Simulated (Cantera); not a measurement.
A freely propagating, adiabatic, planar premixed flame of 38.7 % H₂, 12.9 % O₂, 48.4 % N₂, equivalence ratio 1.5, unburnt at 350 K and 4.20 bar; multicomponent transport, grid criteria slope 0.08 and curve 0.16, no radiation.

Detailed kinetics in Cantera: the H2/O2 subset of GRI-Mech 3.0, which has no nitrogen chemistry. The hydrogen kinetics of GRI-Mech 3.0 are dated; newer H2 mechanisms differ, most at raised pressure. Burning velocities carry a grid error of a few per cent, more on coarse grids.

Predict: laminar burning velocity; thermal thickness; peak x(HO₂); peak x(H₂O₂); peak x(OH).


```json
{
  "laminar_burning_velocity": "378 cm/s",
  "thermal_thickness": "0.0553 mm",
  "peak x(HO₂)": "0.00110",
  "peak x(H₂O₂)": "0.000148",
  "peak x(OH)": "0.00797"
}
```
